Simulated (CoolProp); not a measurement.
A single-stage vapour-compression cycle with isobutane: evaporating at 317.15 K (dew point), condensing at 370.15 K (bubble point), superheat 0 K, subcooling 2 K, compressor efficiency 0.85, no pressure losses. Each further row changes one setting.

Model: reference Helmholtz-energy equation of state, Bücker 2006, in CoolProp.

| case | cooling COP | pressure ratio | discharge temperature (K) | refrigerating effect (kJ/kg) | volumetric capacity (kJ/m³) |
|---|---|---|---|---|---|
| as stated | 3.25 | 3.19 | 370.1 | 163 | 2470 |
| evaporating temperature 322.15 K | 3.79 | 2.81 | 370.1 | 170 | 2910 |
| condensing temperature 365.15 K | 3.85 | 2.90 | 365.1 | 179 | 2700 |
| subcooling 7 K | 3.56 | 3.19 | 370.1 | 179 | 2710 |
| superheat 10 K | 3.41 | 3.19 | 374.4 | 183 | 2630 |
| compressor efficiency 0.75 | 2.87 | 3.19 | 370.1 | 163 | 2470 |

The compression ends wet for: as stated; evaporating temperature 322.15 K; condensing temperature 365.15 K; subcooling 7 K; compressor efficiency 0.75.
